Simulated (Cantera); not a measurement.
A closed system holds: 1 mol SO2, 1.2 mol H2O, equilibrated at 1950 °C and 23.0 bar.

Cantera equilibrium calculation (NASA polynomials, part measured and part estimated; ideal gas, pure solids and liquids). Candidate condensed phases: H2O, H2SO4, S; 19 gas species. Kinetics and transport are ignored.

Base state: H2O 0.540, SO2 0.451, H2 0.00329, O2 0.00202, SO 0.00191, OH 0.00181, SO3 0.000312, H 7.66e-5 (mole fractions); condensed: gas only.

Q: What changes in the equilibrium state with this change: pressure from 23.0 bar to 10.0 mbar?

A: 
```csv
species,before,after
H2O,0.540,0.464
SO2,0.451,0.409
H2,0.00329,0.0378
H,7.66e-5,0.0125
O2,0.00202,0.0261
OH,0.00181,0.0221
SO,0.00191,0.0232
O,2.93e-5,0.00504
S,2.36e-6,0.000381
SO3,0.000312,2.12e-5
SH,6.10e-6,6.97e-5
S2,9.10e-7,1.03e-5
```

Q: What changes in the equilibrium state with this change: temperature from 1950 °C to 525 °C?

A: 
| species | before | after |
|---|---|---|
| H2O | 0.540 | 0.545 |
| SO2 | 0.451 | 0.455 |
| H2 | 0.00329 | 6.83e-7 |
| O2 | 0.00202 | <1e-9 |
| OH | 0.00181 | <1e-9 |
| SO | 0.00191 | 2.31e-9 |
| H | 7.66e-5 | <1e-9 |
| O | 2.93e-5 | <1e-9 |
